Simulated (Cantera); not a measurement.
A Cantera script and its output.

```python
import numpy as np
import cantera as ct

gas = ct.Solution("h2o2.yaml")
gas.TPX = 1248, 180, {'H2': 0.066, 'O2': 1}
reactor = ct.IdealGasConstPressureReactor(gas, energy="off", clone=False)
net = ct.ReactorNet([reactor])
net.rtol, net.atol = 1e-08, 1e-18
show = ['H2', 'O2', 'O', 'H2O2', 'OH', 'H2O']
times = np.geomspace(0.001, 200, 15)

steps = ct.SolutionArray(gas, extra=["t"])
rows = []
print(f"{'t/s':>10s}{'T/K':>9s}{'P/Pa':>11s}" + "".join(f"{s:>11s}" for s in show))
for t in times:
    while net.time < t:
        t_next = net.step()
        steps.append(gas.state, t=t_next)
    rows.append([np.interp(t, steps.t, y) for y in (steps.T, steps.P, *steps(*show).X.T)])
    print(f"{t:10.3e}{rows[-1][0]:9.1f}{rows[-1][1]:11.4g}" + "".join(f"{x:11.3e}" for x in rows[-1][2:]))
rate = np.gradient(steps.T, steps.t)
print("integrator steps:", len(steps.t))
if steps.T.max() > steps.T[0] + 200:
    print(f"time of steepest temperature rise: {steps.t[rate.argmax()]:.4e} s")
gas.TPX = 1248, 180, {'H2': 0.066, 'O2': 1}
gas.equilibrate("TP")
print(f"equilibrium (TP): T = {gas.T:.1f} K  " + "  ".join(f"{s} {gas[s].X[0]:.3e}" for s in show))
```

It prints:

```
       t/s      T/K       P/Pa         H2         O2          O       H2O2         OH        H2O
 1.000e-03   1248.0        180  6.191e-02  9.381e-01  1.804e-08  8.687e-12  1.373e-08  1.395e-08
 2.391e-03   1248.0        180  6.191e-02  9.381e-01  1.525e-07  4.920e-11  1.071e-07  1.965e-07
 5.719e-03   1248.0        180  6.189e-02  9.381e-01  1.021e-05  2.768e-10  7.068e-06  1.558e-05
 1.368e-02   1248.0        180  1.590e-02  9.045e-01  2.332e-02  3.814e-08  8.261e-03  3.571e-02
 3.270e-02   1248.0        180  1.240e-03  8.889e-01  4.135e-02  1.337e-08  4.763e-03  5.291e-02
 7.820e-02   1248.0        180  1.212e-03  8.900e-01  4.047e-02  1.338e-08  4.713e-03  5.318e-02
 1.870e-01   1248.0        180  1.159e-03  8.924e-01  3.838e-02  1.350e-08  4.616e-03  5.378e-02
 4.472e-01   1248.0        180  1.042e-03  8.975e-01  3.390e-02  1.372e-08  4.388e-03  5.504e-02
 1.069e+00   1248.0        180  8.088e-04  9.071e-01  2.556e-02  1.396e-08  3.886e-03  5.731e-02
 2.557e+00   1248.0        180  4.629e-04  9.200e-01  1.412e-02  1.351e-08  2.960e-03  6.022e-02
 6.116e+00   1248.0        180  1.668e-04  9.302e-01  4.968e-03  1.091e-08  1.787e-03  6.238e-02
 1.462e+01   1248.0        180  4.051e-05  9.345e-01  1.195e-03  6.590e-09  8.826e-04  6.333e-02
 3.497e+01   1248.0        180  8.631e-06  9.357e-01  2.537e-04  3.109e-09  4.078e-04  6.366e-02
 8.363e+01   1248.0        180  1.979e-06  9.360e-01  5.812e-05  1.285e-09  1.954e-04  6.379e-02
 2.000e+02   1248.0        180  5.270e-07  9.360e-01  1.548e-05  5.099e-10  1.009e-04  6.384e-02
integrator steps: 1631
equilibrium (TP): T = 1248.0 K  H2 5.200e-08  O2 9.361e-01  O 1.528e-06  H2O2 9.500e-11  OH 3.170e-05  H2O 6.388e-02
```

Cantera simulation using the H2/O2 subset of GRI-Mech 3.0, which has no nitrogen chemistry; the numbers are that mechanism's predictions, not measurements. Radical loss at walls, strong at low pressure, is not modelled. The temperature is held fixed by assumption; the heat of reaction is taken as removed at once.
